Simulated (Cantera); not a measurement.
Cantera run, input and output.

```python
import numpy as np
import cantera as ct

gas = ct.Solution("gri30.yaml")


def delay(T, t_max=10):
    gas.TPX = T, 500000, {'CH4': 1, 'CO': 0.43, 'O2': 3.82, 'N2': 14.4}
    reactor = ct.IdealGasReactor(gas, clone=False)
    net = ct.ReactorNet([reactor])
    net.rtol, net.atol = 1e-8, 1e-16
    while net.time < t_max:
        t_old, T_old = net.time, reactor.T
        net.step()
        if reactor.T > T + 400:  # ignition: a rise of 400 K
            return t_old + (T + 400 - T_old) / (reactor.T - T_old) * (net.time - t_old)
    return np.nan


taus = []
for T in [1098, 1198, 1298, 1398, 1498, 1598, 1698]:
    taus.append(delay(T))
    print(f"T0 = {T:6g} K   tau = {taus[-1]:.4e} s")
```

It prints:

```
T0 =   1098 K   tau = 4.1315e-02 s
T0 =   1198 K   tau = 9.0866e-03 s
T0 =   1298 K   tau = 2.4128e-03 s
T0 =   1398 K   tau = 7.4575e-04 s
T0 =   1498 K   tau = 2.6483e-04 s
T0 =   1598 K   tau = 1.0750e-04 s
T0 =   1698 K   tau = 4.9373e-05 s
```

Computed with Cantera and GRI-Mech 3.0 (53 species, 325 reactions).
